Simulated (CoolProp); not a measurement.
Values from CoolProp's reference Helmholtz-energy equation of state, Tillner-Roth 1997.

Q: For CH2F2 (R32), give the phase and the cp (kJ/(kg K)), cv (kJ/(kg K)), speed of sound (m/s), Joule-Thomson coefficient (K/MPa) at 435 K and 0.323 MPa; 435 K and 0.488 MPa.

A: 
- 435 K and 0.323 MPa: gas; cp 1.06, cv 0.888, speed of sound 285, Joule-Thomson coefficient 7.76
- 435 K and 0.488 MPa: gas; cp 1.06, cv 0.890, speed of sound 284, Joule-Thomson coefficient 7.74
